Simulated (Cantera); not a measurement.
Feed: 1 mol Pb, 0.96 mol O₂, a varied amount of H₂, held at 1275 °C and 0.420 bar.

Equilibrium computed with Cantera from the NASA thermochemical tables; the gas is ideal and each condensed phase is pure. Candidate condensed phases: H₂O, Pb, PbO, PbO₂, Pb₃O₄; 12 gas species. The numbers say what is thermodynamically allowed, not how fast it happens.

Task: At 19 mol H₂, list the 5 most abundant gas species with their mole fractions, and the condensed phases.

Result: H₂ 0.854, H₂O 0.0960, Pb 0.0500, H 4.40e-5, Pb₂ 1.53e-5. Condensed: gas only.
